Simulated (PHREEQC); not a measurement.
# Copper plating or etch bath: an equilibrium model

Consider water at 20 °C with 0.17 mol/kgw CuCl2 and 0.023 mol/kgw HBF4. Closed to the air; pH follows from the charge balance.

All values are PHREEQC results (ion-association model, wateq4f.dat), not measurements.

Precipitation was switched off in this run.

Task: Predict the pH.

Result: pH 1.77.

Task: In which forms is Cu present?

Result: Cu+2 85 %, CuCl+ 14 %, CuCl2 0.9 % of the Cu.

Real BF4- forms and hydrolyses slowly; the run takes it at equilibrium.
